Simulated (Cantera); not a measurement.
## FeS2 + SO2 + O2 (roasting and sulfation)

Input: 1 mol FeS2, 0.5 mol SO2, 2.4 mol O2, at 8.70 bar.

Method: chemical equilibrium by Gibbs-energy minimisation in Cantera with the NASA 1993 tables (ideal gas, pure condensed phases). Candidate condensed phases: Fe, FeO, FeS, FeSO4, FeS2, Fe2O3, Fe2(SO4)3, Fe3O4, S; 12 gas species. Mutual solubility and eutectic melting of coexisting phases are not modelled. The tables' stoichiometric FeO is somewhat more stable than real wüstite, so its field is too wide. FeO, FeS: taken at fixed stoichiometry. Gases not in the tables: S3 to S7. The numbers say what is thermodynamically allowed, not how fast it happens.

```json
[
 {"T (K)": "948", "x SO2": "0.986", "x S2": "0.0107", "x S2O": "0.00340", "x SO": "5.50e-6", "x SO3": "1.59e-7", "x S": "5.85e-11", "n FeS2(s)": "0.0769", "n Fe3O4(s)": "0.308", "n FeS(s)": "0", "n FeO(s)": "0"},
 {"T (K)": "998", "x SO2": "0.980", "x S2": "0.0155", "x S2O": "0.00436", "x SO": "1.30e-5", "x SO3": "2.43e-7", "x S": "2.77e-10", "n FeS2(s)": "0", "n Fe3O4(s)": "0.298", "n FeS(s)": "0.107", "n FeO(s)": "0"},
 {"T (K)": "1048", "x SO2": "0.976", "x S2": "0.0194", "x S2O": "0.00503", "x SO": "2.76e-5", "x SO3": "3.69e-7", "x S": "1.07e-9", "n FeS2(s)": "0", "n Fe3O4(s)": "0.302", "n FeS(s)": "0.0947", "n FeO(s)": "0"},
 {"T (K)": "1098", "x SO2": "0.970", "x S2": "0.0238", "x S2O": "0.00573", "x SO": "5.48e-5", "x SO3": "5.38e-7", "x S": "3.68e-9", "n FeS2(s)": "0", "n Fe3O4(s)": "0.306", "n FeS(s)": "0.0808", "n FeO(s)": "0"},
 {"T (K)": "1148", "x SO2": "0.965", "x S2": "0.0286", "x S2O": "0.00644", "x SO": "0.000102", "x SO3": "7.59e-7", "x S": "1.13e-8", "n FeS2(s)": "0", "n Fe3O4(s)": "0.311", "n FeS(s)": "0.0656", "n FeO(s)": "0"},
 {"T (K)": "1198", "x SO2": "0.959", "x S2": "0.0339", "x S2O": "0.00717", "x SO": "0.000181", "x SO3": "1.04e-6", "x S": "3.17e-8", "n FeS2(s)": "0", "n Fe3O4(s)": "0.317", "n FeS(s)": "0.0490", "n FeO(s)": "0"},
 {"T (K)": "1248", "x SO2": "0.952", "x S2": "0.0395", "x S2O": "0.00790", "x SO": "0.000305", "x SO3": "1.39e-6", "x S": "8.19e-8", "n FeS2(s)": "0", "n Fe3O4(s)": "0.323", "n FeS(s)": "0.0313", "n FeO(s)": "0"},
 {"T (K)": "1298", "x SO2": "0.945", "x S2": "0.0455", "x S2O": "0.00862", "x SO": "0.000494", "x SO3": "1.81e-6", "x S": "1.96e-7", "n FeS2(s)": "0", "n Fe3O4(s)": "0.329", "n FeS(s)": "0.0126", "n FeO(s)": "0"},
 {"T (K)": "1348", "x SO2": "0.941", "x S2": "0.0495", "x S2O": "0.00904", "x SO": "0.000764", "x SO3": "2.36e-6", "x S": "4.32e-7", "n FeS2(s)": "0", "n Fe3O4(s)": "0.333", "n FeS(s)": "0", "n FeO(s)": "0"},
 {"T (K)": "1398", "x SO2": "0.940", "x S2": "0.0495", "x S2O": "0.00893", "x SO": "0.00113", "x SO3": "3.09e-6", "x S": "8.62e-7", "n FeS2(s)": "0", "n Fe3O4(s)": "0.333", "n FeS(s)": "0", "n FeO(s)": "0"},
 {"T (K)": "1448", "x SO2": "0.940", "x S2": "0.0494", "x S2O": "0.00882", "x SO": "0.00161", "x SO3": "3.97e-6", "x S": "1.64e-6", "n FeS2(s)": "0", "n Fe3O4(s)": "0.333", "n FeS(s)": "0", "n FeO(s)": "0"},
 {"T (K)": "1498", "x SO2": "0.940", "x S2": "0.0493", "x S2O": "0.00871", "x SO": "0.00226", "x SO3": "5.02e-6", "x S": "2.99e-6", "n FeS2(s)": "0", "n Fe3O4(s)": "0.333", "n FeS(s)": "0", "n FeO(s)": "0"},
 {"T (K)": "1548", "x SO2": "0.939", "x S2": "0.0492", "x S2O": "0.00860", "x SO": "0.00309", "x SO3": "6.27e-6", "x S": "5.25e-6", "n FeS2(s)": "0", "n Fe3O4(s)": "0.333", "n FeS(s)": "0", "n FeO(s)": "0"},
 {"T (K)": "1598", "x SO2": "0.958", "x S2": "0.0319", "x S2O": "0.00622", "x SO": "0.00376", "x SO3": "8.85e-6", "x S": "7.17e-6", "n FeS2(s)": "0", "n Fe3O4(s)": "0.161", "n FeS(s)": "0", "n FeO(s)": "0.516"}
]
```
x: gas mole fraction; n: condensed amount in mol.

At 948 K the condensed part is FeS2(s) + Fe3O4(s). From 998 K to 1298 K the condensed part is FeS(s) + Fe3O4(s). From 1348 K to 1548 K the condensed part is Fe3O4(s). At 1598 K the condensed part is FeO(s) + Fe3O4(s).
